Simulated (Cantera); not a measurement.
Input (Python, Cantera):

```python
import numpy as np
import cantera as ct

surf = ct.Interface("ptcombust.yaml", "Pt_surf")
gas = surf.adjacent["gas"]
gas.TPX = 300, 8700, {'CH4': 0.024, 'O2': 0.094, 'N2': 0.79}
jet = ct.ImpingingJet(gas=gas, width=0.081, surface=surf)
jet.inlet.mdot, jet.inlet.T, jet.inlet.X = 0.033, 300, {'CH4': 0.024, 'O2': 0.094, 'N2': 0.79}
jet.set_refine_criteria(ratio=10, slope=0.2, curve=0.3)
show, cover = ['CH4', 'O2', 'H2O', 'OH', 'CO', 'CO2'], ["PT(S)", "H(S)", "O(S)", "OH(S)", "CO(S)", "C(S)"]

rows = []
print(f"{'Ts/K':>7s}" + "".join(f"{s:>11s}" for s in show + cover) + "   (gas at the wall, coverages)")
for i, Ts in enumerate([900, 950, 1000, 1050, 1100, 1150, 1200, 1250]):
    jet.surface.T = Ts
    if i == 0:
        surf.TP = Ts, 8700
        surf.coverages = "PT(S):0.5, O(S):0.5"
        surf.advance_coverages(1.0)
        jet.set_initial_guess(products="inlet")
    jet.solve(loglevel=0, auto=(i == 0))
    rows.append([*(jet.X[gas.species_index(s), -1] for s in show), *surf[cover].coverages])
    print(f"{Ts:7g}" + "".join(f"{x:11.3e}" for x in rows[-1]))
```

It prints:

```
   Ts/K        CH4         O2        H2O         OH         CO        CO2      PT(S)       H(S)       O(S)      OH(S)      CO(S)       C(S)   (gas at the wall, coverages)
    900  1.286e-02  7.466e-02  2.532e-02  3.208e-08  5.212e-06  1.662e-02  2.217e-01  9.027e-08  7.770e-01  1.295e-03  7.555e-06  2.687e-08
    950  8.874e-03  6.623e-02  3.265e-02  9.612e-08  5.012e-06  2.148e-02  2.956e-01  2.212e-07  7.031e-01  1.318e-03  5.188e-06  2.482e-08
   1000  6.267e-03  6.074e-02  3.739e-02  2.534e-07  4.826e-06  2.464e-02  3.700e-01  4.548e-07  6.287e-01  1.242e-03  3.444e-06  2.152e-08
   1050  4.622e-03  5.730e-02  4.034e-02  5.975e-07  4.776e-06  2.661e-02  4.425e-01  8.309e-07  5.564e-01  1.122e-03  2.318e-06  1.844e-08
   1100  3.559e-03  5.511e-02  4.219e-02  1.281e-06  4.889e-06  2.785e-02  5.121e-01  1.402e-06  4.869e-01  9.913e-04  1.614e-06  1.599e-08
   1150  2.852e-03  5.372e-02  4.336e-02  2.538e-06  5.179e-06  2.862e-02  5.775e-01  2.225e-06  4.216e-01  8.631e-04  1.169e-06  1.416e-08
   1200  2.362e-03  5.285e-02  4.409e-02  4.698e-06  5.676e-06  2.907e-02  6.380e-01  3.370e-06  3.613e-01  7.440e-04  8.819e-07  1.281e-08
   1250  1.993e-03  5.237e-02  4.451e-02  8.202e-06  6.496e-06  2.925e-02  6.930e-01  4.911e-06  3.064e-01  6.366e-04  6.900e-07  1.174e-08
```

Detailed kinetics in Cantera: Deutschmann's 1995 Pt surface mechanism with GRI-Mech 3.0 gas chemistry. Catalytic surfaces can have several steady states; this one follows from the mechanism file's or the stated starting coverage.
